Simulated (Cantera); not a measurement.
Equilibrium for chlorosilane synthesis and conversion: Si + HCl + H₂

Feed: 1 mol Si, 0.58 mol HCl, 0.67 mol H₂, equilibrated at 6.90 bar.

Method: chemical equilibrium by Gibbs-energy minimisation in Cantera with the NASA 1993 tables (ideal gas, pure condensed phases). Candidate condensed phases: Si; 19 gas species. The tables' values for SiCl₃ are old estimates; treat these amounts as uncertain. Equilibrium is a limit: real reactors are often held back by kinetics, nucleation or transport.

```csv
T (°C),log p H₂,log p SiCl₄,log p SiHCl₃,log p HCl,log p SiCl₂,log p SiCl₃,log p SiH₂Cl₂,n Si(s)
602,0.76,-0.28,-0.30,-1.88,-4.43,-3.24,-1.35,0.832
652,0.76,-0.28,-0.30,-1.66,-3.91,-2.90,-1.33,0.833
702,0.76,-0.28,-0.31,-1.45,-3.46,-2.60,-1.32,0.833
752,0.76,-0.28,-0.32,-1.27,-3.05,-2.32,-1.31,0.834
802,0.76,-0.29,-0.33,-1.10,-2.67,-2.08,-1.30,0.835
852,0.76,-0.29,-0.34,-0.95,-2.34,-1.86,-1.30,0.836
902,0.76,-0.30,-0.35,-0.82,-2.03,-1.66,-1.30,0.838
952,0.75,-0.31,-0.37,-0.70,-1.76,-1.49,-1.30,0.839
1002,0.75,-0.33,-0.39,-0.58,-1.51,-1.33,-1.31,0.841
1052,0.75,-0.36,-0.42,-0.49,-1.28,-1.19,-1.32,0.842
1102,0.74,-0.39,-0.45,-0.40,-1.08,-1.07,-1.33,0.843
1152,0.74,-0.44,-0.49,-0.32,-0.90,-0.97,-1.36,0.843
```
log p: log10 of the partial pressure in bar; n: condensed amount in mol.

From 602 °C to 1152 °C the condensed part is Si(s). The main Si-bearing gas is SiCl₄ throughout.
